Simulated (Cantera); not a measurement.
A Cantera script and its output.

```python
import numpy as np
import cantera as ct

surf = ct.Interface("ptcombust.yaml", "Pt_surf")
gas = surf.adjacent["gas"]
gas.TPX = 300, 40000, {'CH4': 0.011, 'O2': 0.12, 'N2': 0.79}
jet = ct.ImpingingJet(gas=gas, width=0.025, surface=surf)
jet.inlet.mdot, jet.inlet.T, jet.inlet.X = 0.022, 300, {'CH4': 0.011, 'O2': 0.12, 'N2': 0.79}
jet.set_refine_criteria(ratio=10, slope=0.2, curve=0.3)
show, cover = ['CH4', 'O2', 'H2O', 'OH', 'CO', 'CO2'], ["PT(S)", "H(S)", "O(S)", "OH(S)", "CO(S)", "C(S)"]

rows = []
print(f"{'Ts/K':>7s}" + "".join(f"{s:>11s}" for s in show + cover) + "   (gas at the wall, coverages)")
for i, Ts in enumerate([850, 900, 950, 1000, 1050]):
    jet.surface.T = Ts
    if i == 0:
        surf.TP = Ts, 40000
        surf.coverages = "PT(S):0.5, O(S):0.5"
        surf.advance_coverages(1.0)
        jet.set_initial_guess(products="inlet")
    jet.solve(loglevel=0, auto=(i == 0))
    rows.append([*(jet.X[gas.species_index(s), -1] for s in show), *surf[cover].coverages])
    print(f"{Ts:7g}" + "".join(f"{x:11.3e}" for x in rows[-1]))
```

Result:

```
   Ts/K        CH4         O2        H2O         OH         CO        CO2      PT(S)       H(S)       O(S)      OH(S)      CO(S)       C(S)   (gas at the wall, coverages)
    850  8.859e-03  1.237e-01  5.777e-03  3.375e-09  1.926e-06  3.742e-03  8.377e-02  1.433e-08  9.151e-01  1.107e-03  5.082e-06  1.297e-08
    900  6.243e-03  1.182e-01  1.064e-02  1.356e-08  1.921e-06  6.911e-03  1.295e-01  5.291e-08  8.690e-01  1.453e-03  4.376e-06  1.556e-08
    950  4.054e-03  1.136e-01  1.468e-02  4.139e-08  1.710e-06  9.554e-03  1.828e-01  1.435e-07  8.156e-01  1.603e-03  3.111e-06  1.489e-08
   1000  2.632e-03  1.106e-01  1.728e-02  1.097e-07  1.479e-06  1.126e-02  2.406e-01  3.162e-07  7.578e-01  1.600e-03  2.050e-06  1.281e-08
   1050  1.776e-03  1.088e-01  1.880e-02  2.599e-07  1.309e-06  1.225e-02  3.006e-01  6.075e-07  6.979e-01  1.515e-03  1.341e-06  1.067e-08
```

Model: Deutschmann's 1995 Pt surface mechanism with GRI-Mech 3.0 gas chemistry, integrated in Cantera. Catalytic surfaces can have several steady states; this one follows from the mechanism file's or the stated starting coverage.
